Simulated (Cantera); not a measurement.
A freely propagating, adiabatic, planar premixed flame of CH4 : C2H6 : O2 : N2 = 1 : 1.2 : 4.43 : 14.2 (molar parts), unburnt at 475 K and 3750 Torr; mixture-averaged transport, grid criteria slope 0.08 and curve 0.16, no radiation.

Computed with Cantera and GRI-Mech 3.0 (53 species, 325 reactions). Burning velocities carry a grid error of a few per cent, more on coarse grids.

How do the results move with these cheaper or finer settings: unity-Lewis-number transport; multicomponent transport; multicomponent+Soret transport; grid criteria slope 0.5, curve 1; grid criteria slope 0.25, curve 0.5; grid criteria slope 0.03, curve 0.06?


```
setting                               laminar burning velocity  thermal thickness  peak x(CH2O)  peak x(OH)  grid points
------------------------------------  ------------------------  -----------------  ------------  ----------  -----------
as above                                             47.3 cm/s           0.111 mm       0.00227     0.00171          154
unity-Lewis-number transport                         36.9 cm/s           0.130 mm       0.00160     0.00227          150
multicomponent transport                             47.5 cm/s           0.112 mm       0.00228     0.00170          154
multicomponent+Soret transport                       47.6 cm/s           0.110 mm       0.00231     0.00181          154
grid criteria slope 0.5, curve 1                     51.3 cm/s           0.126 mm       0.00227     0.00156           33
grid criteria slope 0.25, curve 0.5                  48.2 cm/s           0.116 mm       0.00225     0.00164           59
grid criteria slope 0.03, curve 0.06                 47.1 cm/s           0.109 mm       0.00227     0.00175          347
```
The base run took around 10 core-seconds (rough).
Unity Lewis numbers drop preferential diffusion, which matters most where H2 and H carry the flame; Soret adds thermal diffusion.
